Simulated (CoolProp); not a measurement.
Vapour-liquid equilibrium of n-hexane (1) + benzene (2) at 381.9 K; x and y are mole fractions of (1).

Values from CoolProp's multi-fluid Helmholtz-energy mixture model, Thol 2019 and Thol 2012; pair parameters Bell 2016.

| x | bubble pressure (MPa) | y at the bubble point | dew pressure at overall composition x (MPa) | liquid density (mol/L) |
|---|---|---|---|---|
| 0.05 | 0.2384 | [?] | 0.2331 | [?] |
| 0.2 | [?] | 0.292 | 0.2525 | 9.097 |
| 0.35 | 0.2819 | 0.437 | 0.2718 | 8.514 |
| 0.5 | 0.2939 | 0.562 | [?] | 7.995 |
| 0.65 | [?] | 0.682 | 0.3000 | [?] |
| 0.8 | 0.3061 | 0.809 | 0.3059 | 7.118 |
| 0.95 | 0.3071 | 0.949 | 0.3071 | 6.745 |

### Question
Complete the blanks.

### Answer

- 0.05, y at the bubble point: 0.092
- 0.05, liquid density (mol/L): 9.754
- 0.2, bubble pressure (MPa): 0.2645
- 0.5, dew pressure at overall composition x (MPa): 0.2884
- 0.65, bubble pressure (MPa): 0.3018
- 0.65, liquid density (mol/L): 7.532

y crosses x between x = 0.8 and 0.95: the model has an azeotrope there.

Pair parameters are fitted to limited data, so mixtures are less certain than the pure fluids.
